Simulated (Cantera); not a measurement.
A Cantera script and its output.

```python
import numpy as np
import cantera as ct

gas = ct.Solution("gri30.yaml", transport_model="multicomponent")
show = ['CH3', 'C2H2', 'OH']

rows = []
print(f"{'T/K':>7s}{'rho':>11s}{'cp':>10s}{'mu':>11s}{'lambda':>11s}{'Pr':>7s}" + "".join(f"{'D_' + s:>11s}" for s in show))
for T in [400, 550, 700, 850, 1000, 1150, 1300, 1450, 1600]:
    gas.TPX = T, 1333, {'N2O': 0.2, 'O2': 0.26}
    Pr = gas.cp_mass * gas.viscosity / gas.thermal_conductivity
    D = [gas.mix_diff_coeffs_mole[gas.species_index(s)] for s in show]
    rows.append([gas.density, gas.cp_mass, gas.viscosity, gas.thermal_conductivity, Pr, *D])
    print(f"{T:7g}{gas.density:11.4e}{gas.cp_mass:10.1f}{gas.viscosity:11.4e}"
          f"{gas.thermal_conductivity:11.4e}{Pr:7.3f}" + "".join(f"{d:11.4e}" for d in D))
print("SI units: kg/m3, J/kg/K, Pa s, W/m/K, m2/s")
```

It prints:

```
    T/K        rho        cp         mu     lambda     Pr      D_CH3     D_C2H2       D_OH
    400 1.4919e-02     956.2 2.2429e-05 2.9588e-02  0.725 2.5519e-03 1.8603e-03 3.5855e-03
    550 1.0850e-02    1031.5 2.8728e-05 4.0724e-02  0.728 4.4777e-03 3.2968e-03 6.2141e-03
    700 8.5250e-03    1092.3 3.4278e-05 5.1388e-02  0.729 6.7930e-03 5.0307e-03 9.3631e-03
    850 7.0206e-03    1139.4 3.9315e-05 6.1442e-02  0.729 9.4616e-03 7.0328e-03 1.2987e-02
   1000 5.9675e-03    1174.8 4.3974e-05 7.0855e-02  0.729 1.2457e-02 9.2824e-03 1.7053e-02
   1150 5.1892e-03    1199.3 4.8341e-05 7.9559e-02  0.729 1.5761e-02 1.1764e-02 2.1536e-02
   1300 4.5904e-03    1220.6 5.2475e-05 8.7935e-02  0.728 1.9357e-02 1.4466e-02 2.6416e-02
   1450 4.1155e-03    1239.1 5.6417e-05 9.6017e-02  0.728 2.3233e-02 1.7377e-02 3.1677e-02
   1600 3.7297e-03    1255.2 6.0199e-05 1.0383e-01  0.728 2.7378e-02 2.0491e-02 3.7305e-02
SI units: kg/m3, J/kg/K, Pa s, W/m/K, m2/s
```

Computed with Cantera and GRI-Mech 3.0 (53 species, 325 reactions). The composition is frozen, though it would react at the higher temperatures.
